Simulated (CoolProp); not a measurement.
Saturation properties of n-pentane (Tc = 469.7 K, pc = 3.368 MPa, ω = 0.251).

Model: reference Helmholtz-energy equation of state, Thol 2019, in CoolProp.

| T (K) | p (MPa) | liquid density (kg/m³) | vapour density (kg/m³) |
|---|---|---|---|
| 263.8 | 0.01569 | 654.4 | 0.5222 |
| 271.2 | 0.02236 | 647.4 | 0.7261 |
| 278.5 | 0.03103 | 640.4 | 0.9853 |
| 285.9 | 0.04240 | 633.3 | 1.318 |
| 293.2 | 0.05668 | 626.1 | 1.728 |
| 300.6 | 0.07480 | 618.7 | 2.239 |
| 307.9 | 0.09688 | 611.3 | 2.852 |
| 315.3 | 0.1242 | 603.7 | 3.600 |
| 322.6 | 0.1566 | 596.0 | 4.481 |
| 330 | 0.1958 | 588.0 | 5.537 |
| 337.3 | 0.2414 | 580.0 | 6.760 |
| 344.7 | 0.2956 | 571.6 | 8.209 |
| 352 | 0.3576 | 563.2 | 9.868 |
| 359.4 | 0.4300 | 554.3 | 11.81 |
| 366.8 | 0.5129 | 545.2 | 14.06 |

It boils at 309.2 K under 1 atm.
